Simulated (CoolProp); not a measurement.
Vapour-liquid equilibrium of n-octane (1) + m-xylene (2) at 0.68 MPa; x and y are mole fractions of (1).

Computed with CoolProp (multi-fluid Helmholtz-energy mixture model, Beckmüller 2019 and Zhou 2012; pair parameters Bell 2016).

### Question
Give the bubble temperature and the first vapour's composition at x = 0.35, 0.5, 0.95. Is there an azeotrope?

### Answer
x = 0.35: 493.7 K, y = 0.406; x = 0.5: 491.3 K, y = 0.555; x = 0.95: 485.2 K, y = 0.958. No azeotrope shows between x = 0.05 and 0.95.

The pair parameters rest on a limited set of measurements; away from them the model extrapolates.
